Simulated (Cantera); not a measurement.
Input (Python, Cantera):

```python
import numpy as np
import cantera as ct

gas = ct.Solution("gri30.yaml")
gas.TPX = 773, 56000, {'CH4': 1, 'C2H6': 0.16, 'C3H8': 0.24, 'O2': 6.84, 'N2': 25.7, 'H2O': 0.4}
inlet = ct.Reservoir(gas, clone=True)
gas.equilibrate("HP")  # start burning
reactor = ct.IdealGasConstPressureReactor(gas, energy="on", clone=False)
exhaust = ct.Reservoir(gas, clone=True)
tau = [0.043, 0.019, 0.0084, 0.0037, 0.0017, 0.00074, 0.00033, 0.00015, 6.4e-05, 2.9e-05, 1.3e-05, 5.6e-06][0]
for a, b in ((inlet, reactor), (reactor, exhaust)):
    ct.MassFlowController(a, b, mdot=lambda t: reactor.mass / tau)
net = ct.ReactorNet([reactor])
show = ['CH4', 'C2H6', 'C3H8', 'CH2CO', 'HCN']

rows = []
print(f"{'tau/s':>10s}{'T/K':>9s}" + "".join(f"{s:>11s}" for s in show))
for tau in [0.043, 0.019, 0.0084, 0.0037, 0.0017, 0.00074, 0.00033, 0.00015, 6.4e-05, 2.9e-05, 1.3e-05, 5.6e-06]:
    net.initial_time = 0.0
    net.advance(30 * tau)
    before = gas.X
    net.advance(40 * tau)
    drift = np.max(np.abs(gas.X - before) / (gas.X + 1e-9))
    rows.append([gas.T, *gas[show].X, drift])
    print(f"{tau:10.3e}{gas.T:9.1f}" + "".join(f"{x:11.3e}" for x in gas[show].X))
```

It prints:

```
     tau/s      T/K        CH4       C2H6       C3H8      CH2CO        HCN
 4.300e-02   1929.2  6.067e-06  2.126e-07  3.163e-07  9.327e-07  9.559e-09
 1.900e-02   1914.9  1.028e-05  3.837e-07  5.677e-07  1.626e-06  1.049e-08
 8.400e-03   1893.7  1.758e-05  6.853e-07  9.981e-07  2.699e-06  1.288e-08
 3.700e-03   1863.5  3.102e-05  1.239e-06  1.763e-06  4.336e-06  1.806e-08
 1.700e-03   1825.4  5.561e-05  2.240e-06  3.108e-06  6.725e-06  2.727e-08
 7.400e-04   1773.6  1.121e-04  4.506e-06  6.099e-06  1.107e-05  4.496e-08
 3.300e-04   1711.1  2.520e-04  1.004e-05  1.336e-05  1.991e-05  7.766e-08
 1.500e-04   1629.1  7.330e-04  2.912e-05  3.854e-05  4.734e-05  1.521e-07
 6.400e-05    773.0  2.912e-02  4.659e-03  6.989e-03  1.716e-17  9.915e-21
 2.900e-05    773.0  2.912e-02  4.659e-03  6.989e-03 -1.397e-22 -8.074e-26
 1.300e-05    773.0  2.912e-02  4.659e-03  6.989e-03  5.527e-27  3.194e-30
 5.600e-06    773.0  2.912e-02  4.659e-03  6.989e-03 -3.583e-31 -2.071e-34
```

Cantera simulation using GRI-Mech 3.0 (53 species, 325 reactions); the numbers are that mechanism's predictions, not measurements. GRI-Mech 3.0 was tuned for natural gas; its chemistry of propane as a main component is partial and can be far from experiment.
